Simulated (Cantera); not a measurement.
Cantera run:

```python
import numpy as np
import cantera as ct

gas_names = """
    C CH CH2 CH3 CH2OH CH3O CH4 CH3OH CN CO CO2 COOH C2 C2H CHCO,ketyl C2H2,acetylene C2H2,vinylidene
    CH2CO,ketene C2H3,vinyl CH3CN CH3CO,acetyl C2H4 C2H4O,ethylen CH3CHO,ethanal CH3COOH (HCOOH)2 C2H5
    C2H6 CH3OCH3 C2H5OH CCN CNC C2N2 C2O C3 C3H3,propargyl C3H4,allene C3H4,propyne C3H4,cyclo-
    C3H5,allyl C3H6,propylene C3H6,cyclo- C3H6O C3H7,n-propyl C3H7,i-propyl C3H8 C3H8O,1propanol
    C3H8O,2propanol C3O2 C4 C4H2 C4H4,1,3-cyclo- C4H6,butadiene C4H6,2-butyne C4H6,cyclo- C4H8,1-butene
    C4H8,cis2-buten C4H8,tr2-butene C4H8,isobutene C4H8,cyclo- (CH3COOH)2 C4H9,n-butyl C4H9,i-butyl
    C4H9,s-butyl C4H9,t-butyl C4H10,isobutane C4H10,n-butane C4N2 C5 C5H6,1,3cyclo- C5H8,cyclo-
    C5H10,1-pentene C5H10,cyclo- C5H11,pentyl C5H11,t-pentyl C5H12,n-pentane C5H12,i-pentane
    CH3C(CH3)2CH3 C6H2 C6H5,phenyl C6H5O,phenoxy C6H6 C6H5OH,phenol C6H10,cyclo- C6H12,1-hexene
    C6H12,cyclo- C6H13,n-hexyl C7H7,benzyl C7H8 C7H8O,cresol C7H14,1-heptene C7H15,n-heptyl
    C7H16,n-heptane C8H8,styrene C8H10,ethylbenz C8H16,1-octene C8H17,n-octyl C8H18,isooctane
    C8H18,n-octane C9H19,n-nonyl C10H8,naphthale C10H21,n-decyl C12H9,o-bipheny C12H10,bipheny H HCN HCO
    HCCN HNC HNCO HNO HNO2 HNO3 HO2 H2 HCHO,formaldehy HCOOH H2O H2O2 N NCO NH NH2 NH3 NH2OH NO NO2 NO3
    N2 N2H2 N2H4 N2O O OH O2 O3
""".split()
cond_names = """
    C(gr) C6H6(L) C7H8(L) C8H18(L),n-octa H2O(s) H2O(L)
""".split()


def load(file, names, dense=False):
    # The tables refer to 1 bar. Condensed volumes are neglected.
    table = {s.name: s for s in ct.Species.list_from_file(file)}
    out = []
    for n in names:
        d = dict(table[n].input_data)
        d["thermo"] = dict(d["thermo"], **{"reference-pressure": 1e5})
        if dense:
            d["equation-of-state"] = {"model": "constant-volume", "density": "1e6 g/cm^3"}
        out.append(ct.Species.from_dict(d))
    return out


gas = ct.Solution(thermo="ideal-gas", species=load("nasa_gas.yaml", gas_names))
cond = {s.name: ct.Solution(thermo="fixed-stoichiometry", species=[s], name=s.name)
        for s in load("nasa_condensed.yaml", cond_names, dense=True)}
atoms = {
    'C2H6': {'C': 2, 'H': 6},
    'CO2': {'C': 1, 'O': 2},
    'N2': {'N': 2},
}
top_T = {'C(gr)': 4500}  # K; cautious upper limits of use, not melting points


def equilibrate(T, P, feed):
    n = {}
    for name, mol in feed.items():
        for a, k in atoms[name].items():
            n[a] = n.get(a, 0.0) + k * mol
    gas.TPX = T, P, n
    mass = sum(n.values()) * gas.mean_molecular_weight
    gas.equilibrate("TP")
    valid = [c for c in cond.values() if c.min_temp <= T <= top_T.get(c.name, c.max_temp)]
    mix = ct.Mixture([(gas, mass / gas.mean_molecular_weight)] + [(c, 0.0) for c in valid])
    mix.T, mix.P = T, P
    mix.equilibrate("TP", solver="vcs", rtol=1e-11, max_steps=5000)
    return mix


results = []
feed = {'C2H6': 1, 'CO2': 1.8, 'N2': 0.74}  # mol
T = 1823.15  # K
for P in [10, 72, 520, 3700, 27000, 190000, 1400000, 10000000]:
    mix = equilibrate(T, P, feed)
    results.append((T, P, feed, dict(zip(mix.species_names, mix.species_moles))))
    x = sorted(zip(gas.X, gas.species_names), reverse=True)
    print(f"T = {T:g} K  P = {P:g} Pa  gas = {mix.phase_moles(0):.4g} mol")
    print("   x: " + "  ".join(f"{s} {v:.3e}" for v, s in x if v > 0.001))
    print("   condensed (mol): " + ("  ".join(f"{mix.phase(i).name} {mix.phase_moles(i):.4g}"
          for i in range(1, mix.n_phases) if mix.phase_moles(i) > 1e-12) or "none"))
```

Output:

```
T = 1823.15 K  P = 10 Pa  gas = 7.441 mol
   x: CO 4.838e-01  H2 3.889e-01  N2 9.875e-02  H 2.705e-02  HCN 1.345e-03
   condensed (mol): C(gr) 0.1884
T = 1823.15 K  P = 72 Pa  gas = 7.378 mol
   x: CO 4.880e-01  H2 4.007e-01  N2 9.959e-02  H 1.023e-02  HCN 1.371e-03
   condensed (mol): C(gr) 0.1882
T = 1823.15 K  P = 520 Pa  gas = 7.354 mol
   x: CO 4.895e-01  H2 4.052e-01  N2 9.991e-02  H 3.829e-03  HCN 1.381e-03
   condensed (mol): C(gr) 0.1882
T = 1823.15 K  P = 3700 Pa  gas = 7.345 mol
   x: CO 4.901e-01  H2 4.069e-01  N2 1.000e-01  H 1.439e-03  HCN 1.385e-03
   condensed (mol): C(gr) 0.1881
T = 1823.15 K  P = 27000 Pa  gas = 7.342 mol
   x: CO 4.903e-01  H2 4.075e-01  N2 1.001e-01  HCN 1.386e-03
   condensed (mol): C(gr) 0.188
T = 1823.15 K  P = 190000 Pa  gas = 7.338 mol
   x: CO 4.904e-01  H2 4.074e-01  N2 1.001e-01  HCN 1.386e-03
   condensed (mol): C(gr) 0.1874
T = 1823.15 K  P = 1.4e+06 Pa  gas = 7.321 mol
   x: CO 4.906e-01  H2 4.049e-01  N2 1.003e-01  CH4 1.637e-03  HCN 1.383e-03
   condensed (mol): C(gr) 0.1828
T = 1823.15 K  P = 1e+07 Pa  gas = 7.214 mol
   x: CO 4.910e-01  H2 3.882e-01  N2 1.018e-01  CH4 1.075e-02  H2O 4.852e-03  CO2 1.569e-03  HCN 1.364e-03
   condensed (mol): C(gr) 0.1561
```

Equilibrium computed with Cantera from the NASA thermochemical tables; the gas is ideal and each condensed phase is pure. The ideal-gas law is rough above about 30 bar.
